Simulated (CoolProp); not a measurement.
Vapour-liquid equilibrium of dimethyl ether (1) + R236EA (2) at -10.65 °C; x and y are mole fractions of (1).

Model: multi-fluid Helmholtz-energy mixture model, Wu 2011 and Rui 2013; pair parameters Bell 2016, in CoolProp.

```tsv
x	bubble pressure (bar)	y at the bubble point	dew pressure at overall composition x (bar)	liquid density (mol/L)
0.05	0.4913	0.065	0.4895	10.30
0.125	0.5062	0.169	0.4993	10.64
0.2	0.5284	0.284	0.5114	10.98
0.275	0.5614	0.407	0.5263	11.34
0.35	0.6096	0.532	0.5447	11.72
0.425	0.6772	0.651	0.5673	(withheld)
0.5	0.7680	0.755	0.5953	12.52
0.575	0.8842	0.838	0.6308	12.94
0.65	1.025	0.899	0.6765	13.37
0.725	1.188	0.942	(withheld)	13.81
0.8	1.364	0.970	0.8245	14.27
0.875	1.542	0.986	0.9610	14.74
0.95	1.708	(withheld)	1.231	15.21
```

Question: Fill in the missing entries.

Answer: 
- 0.425, liquid density (mol/L): 12.11
- 0.725, dew pressure at overall composition x (bar): 0.7377
- 0.95, y at the bubble point: 0.996

No azeotrope shows between x = 0.05 and 0.95.

The pair parameters rest on a limited set of measurements; away from them the model extrapolates.
